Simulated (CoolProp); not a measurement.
The fluoroketone C6F12O (FK-5-1-12) at several states: Z from the reference equation and from simpler models built on Tc = 168.7 °C, pc = 18.69 bar, ω = 0.471; each cubic takes its own stable root.

Computed with CoolProp (reference Helmholtz-energy equation of state, McLinden 2015).

```json
[
 {"T (°C)": "30.95", "p (bar)": "100", "phase": "liquid", "reference": "0.7674", "van der Waals": "1.205", "Peng-Robinson": "0.7338"},
 {"T (°C)": "78.35", "p (bar)": "58.4", "phase": "liquid", "reference": "0.4283", "van der Waals": "0.6669", "Peng-Robinson": "0.4097"},
 {"T (°C)": "212.45", "p (bar)": "0.728", "phase": "gas", "reference": "0.9904", "van der Waals": "0.9908", "Peng-Robinson": "0.9894"}
]
```
